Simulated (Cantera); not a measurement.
A Cantera script and what it prints.

```python
import numpy as np
import cantera as ct

gas_names = """
    F FO FO2 F2 F2O H HF HOF HO2 H2 H2F2 H2O H2O2 H3F3 H4F4 H5F5 H6F6 H7F7 Mg MgF MgF2 MgH MgO MgOH
    MgO2H2 Mg2 Mg2F4 O OH O2 O3
""".split()
cond_names = """
    H2O(s) H2O(L) Mg(cr) Mg(L) MgF2(s) MgF2(L) MgO(s) MgO(L) MgO2H2(s)
""".split()


def load(file, names, dense=False):
    # The tables refer to 1 bar. Condensed volumes are neglected.
    table = {s.name: s for s in ct.Species.list_from_file(file)}
    out = []
    for n in names:
        d = dict(table[n].input_data)
        d["thermo"] = dict(d["thermo"], **{"reference-pressure": 1e5})
        if dense:
            d["equation-of-state"] = {"model": "constant-volume", "density": "1e6 g/cm^3"}
        out.append(ct.Species.from_dict(d))
    return out


gas = ct.Solution(thermo="ideal-gas", species=load("nasa_gas.yaml", gas_names))
cond = {s.name: ct.Solution(thermo="fixed-stoichiometry", species=[s], name=s.name)
        for s in load("nasa_condensed.yaml", cond_names, dense=True)}
atoms = {
    'MgF2': {'Mg': 1, 'F': 2},
    'O2': {'O': 2},
    'H2': {'H': 2},
}
top_T = {}  # K; cautious upper limits of use, not melting points


def equilibrate(T, P, feed):
    n = {}
    for name, mol in feed.items():
        for a, k in atoms[name].items():
            n[a] = n.get(a, 0.0) + k * mol
    gas.TPX = T, P, n
    mass = sum(n.values()) * gas.mean_molecular_weight
    gas.equilibrate("TP")
    valid = [c for c in cond.values() if c.min_temp <= T <= top_T.get(c.name, c.max_temp)]
    mix = ct.Mixture([(gas, mass / gas.mean_molecular_weight)] + [(c, 0.0) for c in valid])
    mix.T, mix.P = T, P
    mix.equilibrate("TP", solver="vcs", rtol=1e-11, max_steps=5000)
    return mix


results = []
feed = {'MgF2': 1, 'O2': 1.4, 'H2': 4.4}  # mol
P = 1000  # Pa
for T in [948, 998, 1048, 1098, 1148, 1198, 1248, 1298]:
    mix = equilibrate(T, P, feed)
    results.append((T, P, feed, dict(zip(mix.species_names, mix.species_moles))))

top = {s: max(r[3][s] / sum(r[3][g] for g in gas_names) for r in results) for s in gas_names}
cols = sorted((s for s in top if top[s] > 1e-06), key=lambda s: -top[s])[:8]
seen = [c for c in cond_names if any(r[3].get(c, 0) > 1e-12 for r in results)]
print("log10 of partial pressures in bar; condensed amounts in mol")
print(f"{'T/K':>10s}" + "".join(f"{s[:9]:>10s}" for s in cols + seen))
for T, P, feed, n in results:
    ng = sum(n[g] for g in gas_names)
    print(f"{T:10.4g}" + "".join(f"{np.log10(max(n[s] / ng * P / 1e5, 1e-99)):10.3f}" for s in cols)
          + "".join(f"{n.get(c, 0):10.4g}" for c in seen))
```

Result:

```
log10 of partial pressures in bar; condensed amounts in mol
       T/K       H2O        HF        H2      MgF2         H   MgF2(s)    MgO(s)
       948    -2.204    -3.841    -2.442   -11.935   -10.502     0.968   0.03197
       998    -2.212    -3.547    -2.446   -10.876    -9.890    0.9367   0.06335
      1048    -2.226    -3.285    -2.451    -9.921    -9.337    0.8828    0.1172
      1098    -2.249    -3.052    -2.459    -9.055    -8.836     0.796     0.204
      1148    -2.284    -2.848    -2.471    -8.268    -8.380     0.664     0.336
      1198    -2.336    -2.671    -2.488    -7.548    -7.965    0.4747    0.5253
      1248    -2.409    -2.521    -2.510    -6.888    -7.586    0.2205    0.7794
      1298    -2.477    -2.431    -2.528    -6.376    -7.234         0    0.9998
```

Method: chemical equilibrium by Gibbs-energy minimisation in Cantera with the NASA 1993 tables (ideal gas, pure condensed phases). Mutual solubility and eutectic melting of coexisting phases are not modelled.
